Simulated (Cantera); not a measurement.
**Tantalum, niobium, vanadium and zirconium in process gases: Ta(OEt)5 + CH4 + H2**

Feed: 1 mol Ta(OEt)5, 0.86 mol CH4, 45 mol H2, held at 75.0 Torr.

Equilibrium computed with Cantera from the NASA thermochemical tables; the gas is ideal and each condensed phase is pure. Candidate condensed phases: C, C6H6, C7H8, C8H18, H2O, Ta, TaC, Ta2O5; 113 gas species. The feed counts by its element totals alone. Mutual solubility and eutectic melting of coexisting phases are not modelled. TaC: taken at fixed stoichiometry. Condensed phases not in the tables: Ta2C. Kinetics and transport are ignored.

| T (°C) | x H2 | x CO | x CH4 | x H2O | x CO2 | x H | n C(graphite) | n Ta2O5(s) | n TaC(s) |
|---|---|---|---|---|---|---|---|---|---|
| 675 | 0.944 | 0.0374 | 0.0153 | 0.00342 | 0.000245 | 1.61e-9 | 7.66 | 0.500 | 0 |
| 725 | 0.950 | 0.0392 | 0.00881 | 0.00152 | 9.09e-5 | 6.63e-9 | 7.92 | 0.500 | 0 |
| 775 | 0.954 | 0.0400 | 0.00531 | 0.000713 | 3.54e-5 | 2.39e-8 | 8.08 | 0.500 | 0 |
| 825 | 0.942 | 0.0540 | 0.00324 | 0.000468 | 2.67e-5 | 7.59e-8 | 6.92 | 0.319 | 0.362 |
| 875 | 0.920 | 0.0777 | 0.00201 | 0.000343 | 2.45e-5 | 2.17e-7 | 4.75 | 0 | 1.00 |
| 925 | 0.921 | 0.0778 | 0.00136 | 0.000190 | 1.18e-5 | 5.77e-7 | 4.79 | 0 | 1.00 |
| 975 | 0.921 | 0.0778 | 0.000946 | 0.000110 | 5.98e-6 | 1.42e-6 | 4.81 | 0 | 1.00 |
| 1025 | 0.921 | 0.0778 | 0.000676 | 6.67e-5 | 3.21e-6 | 3.25e-6 | 4.82 | 0 | 1.00 |
| 1075 | 0.922 | 0.0779 | 0.000496 | 4.19e-5 | 1.81e-6 | 7.02e-6 | 4.83 | 0 | 1.00 |
| 1125 | 0.922 | 0.0779 | 0.000371 | 2.72e-5 | 1.06e-6 | 1.44e-5 | 4.84 | 0 | 1.00 |
x: gas mole fraction; n: condensed amount in mol.

From 675 °C to 775 °C the condensed part is C(graphite) + Ta2O5(s). At 825 °C the condensed part is C(graphite) + TaC(s) + Ta2O5(s). From 875 °C to 1125 °C the condensed part is C(graphite) + TaC(s).
